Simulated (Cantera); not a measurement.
Cantera run, input and output.

```python
import numpy as np
import cantera as ct

gas = ct.Solution("gri30.yaml")
gas.TPX = 1375, 110000, {'CH4': 1, 'CO2': 2}
reactor = ct.IdealGasConstPressureReactor(gas, energy="off", clone=False)
net = ct.ReactorNet([reactor])
net.rtol, net.atol = 1e-08, 1e-18
show = ['CH4', 'CO2', 'CH2', 'HO2', 'CH2O', 'H2', 'OH']
times = np.geomspace(0.0009, 50, 10)

steps = ct.SolutionArray(gas, extra=["t"])
rows = []
print(f"{'t/s':>10s}{'T/K':>9s}{'P/Pa':>11s}" + "".join(f"{s:>11s}" for s in show))
for t in times:
    while net.time < t:
        t_next = net.step()
        steps.append(gas.state, t=t_next)
    rows.append([np.interp(t, steps.t, y) for y in (steps.T, steps.P, *steps(*show).X.T)])
    print(f"{t:10.3e}{rows[-1][0]:9.1f}{rows[-1][1]:11.4g}" + "".join(f"{x:11.3e}" for x in rows[-1][2:]))
rate = np.gradient(steps.T, steps.t)
print("integrator steps:", len(steps.t))
if steps.T.max() > steps.T[0] + 200:
    print(f"time of steepest temperature rise: {steps.t[rate.argmax()]:.4e} s")
gas.TPX = 1375, 110000, {'CH4': 1, 'CO2': 2}
gas.equilibrate("TP")
print(f"equilibrium (TP): T = {gas.T:.1f} K  " + "  ".join(f"{s} {gas[s].X[0]:.3e}" for s in show))
```

Result:

```
       t/s      T/K       P/Pa        CH4        CO2        CH2        HO2       CH2O         H2         OH
 9.000e-04   1375.0    1.1e+05  3.333e-01  6.667e-01  1.578e-11  8.018e-19  6.664e-09  1.071e-05  1.914e-11
 3.030e-03   1375.0    1.1e+05  3.333e-01  6.667e-01  2.549e-11  8.111e-19  5.507e-08  3.862e-05  2.107e-11
 1.020e-02   1375.0    1.1e+05  3.331e-01  6.666e-01  3.837e-11  9.377e-19  2.444e-07  1.407e-04  2.636e-11
 3.434e-02   1375.0    1.1e+05  3.324e-01  6.666e-01  7.452e-11  1.600e-18  7.977e-07  5.760e-04  5.221e-11
 1.156e-01   1375.0    1.1e+05  3.295e-01  6.657e-01  1.250e-10  5.041e-18  1.282e-06  2.874e-03  1.882e-10
 3.892e-01   1375.0    1.1e+05  3.187e-01  6.598e-01  1.200e-10  2.010e-17  1.201e-06  1.287e-02  7.459e-10
 1.310e+00   1375.0    1.1e+05  2.874e-01  6.332e-01  1.074e-10  6.841e-17  9.721e-07  3.743e-02  2.664e-09
 4.411e+00   1375.0    1.1e+05  2.136e-01  5.375e-01  1.964e-10  1.431e-16  1.068e-06  6.156e-02  9.465e-09
 1.485e+01   1375.0    1.1e+05  9.489e-02  3.485e-01  5.546e-10  1.547e-16  1.561e-06  7.792e-02  2.716e-08
 5.000e+01   1375.0    1.1e+05  5.143e-02  2.417e-01  3.484e-10  9.266e-17  5.278e-07  1.265e-01  3.142e-08
integrator steps: 1582
equilibrium (TP): T = 1375.0 K  CH4 3.140e-06  CO2 9.153e-02  CH2 1.612e-15  HO2 9.109e-18  CH2O 7.438e-08  H2 2.915e-01  OH 1.189e-08
```

Model: GRI-Mech 3.0 (53 species, 325 reactions), integrated in Cantera.
